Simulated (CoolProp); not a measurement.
R142b along the isotherm 56.95 °C: density (kg/m³) from the reference equation and from simpler models built on Tc = 137.1 °C, pc = 4.055 MPa, ω = 0.232; each cubic takes its own stable root.

Model: reference Helmholtz-energy equation of state, Lemmon 2006, in CoolProp. It is a short technical equation, of lower accuracy than the large ones.

```
p (MPa)   phase  reference
-------  ------  ---------
0.135       gas      5.065
0.27        gas      10.40
0.405       gas      16.05
0.541       gas      22.13
0.676       gas      28.64
0.946    liquid       1025
1.08     liquid       1026
1.22     liquid       1026
1.35     liquid       1027
1.49     liquid       1028
1.62     liquid       1029
1.76     liquid       1030
1.89     liquid       1030
2.03     liquid       1031
```

Question: How far does each simpler model (Soave-Redlich-Kwong, Peng-Robinson) lie from the reference over these 14 states: mean and median of the absolute difference, and the worst?

Answer: 
- Soave-Redlich-Kwong: mean 7.7 %, median 11.5 %, worst -11.8 % at 56.95 °C and 0.946 MPa
- Peng-Robinson: mean 0.2 %, median 0.2 %, worst -0.4 % at 56.95 °C and 0.676 MPa
